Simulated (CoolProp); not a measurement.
Propyne along the isobar 3.02 MPa: Z from the reference equation and from simpler models built on Tc = 402.7 K, pc = 5.658 MPa, ω = 0.204; each cubic takes its own stable root.

Model: reference Helmholtz-energy equation of state, Polt 1992, in CoolProp. This equation is an older, rougher fit; its heat capacities, sound speeds and derivatives of the liquid may be far off and weren't checked against measurements.

| T (K) | phase | reference |
|---|---|---|
| 326.2 | liquid | 0.07846 |
| 336.1 | liquid | 0.07868 |
| 345.9 | liquid | 0.07928 |
| 355.8 | liquid | 0.08045 |
| 365.6 | liquid | 0.08251 |
| 375.5 | gas | 0.6931 |
| 385.3 | gas | 0.7340 |
| 395.2 | gas | 0.7653 |
| 405 | gas | 0.7899 |
| 414.9 | gas | 0.8104 |
| 424.7 | gas | 0.8275 |
| 434.6 | gas | 0.8423 |
| 444.4 | gas | 0.8551 |
| 454.3 | gas | 0.8663 |
| 464.1 | gas | 0.8762 |
| 474 | gas | 0.8851 |

How far does each simpler model (van der Waals, Redlich-Kwong, Soave-Redlich-Kwong, Peng-Robinson) lie from the reference over these 16 states: mean and median of the absolute difference, and the worst?


- van der Waals: mean 113.1 %, median 3.9 %, worst +798.8 % at 365.6 K and 3.02 MPa
- Redlich-Kwong: mean 50.7 %, median 0.8 %, worst +731.3 % at 365.6 K and 3.02 MPa
- Soave-Redlich-Kwong: mean 4.8 %, median 0.8 %, worst +17.0 % at 365.6 K and 3.02 MPa
- Peng-Robinson: mean 1.4 %, median 1.4 %, worst +3.4 % at 365.6 K and 3.02 MPa

At some of these states van der Waals, Redlich-Kwong gives the other phase, because its saturation line lies elsewhere.
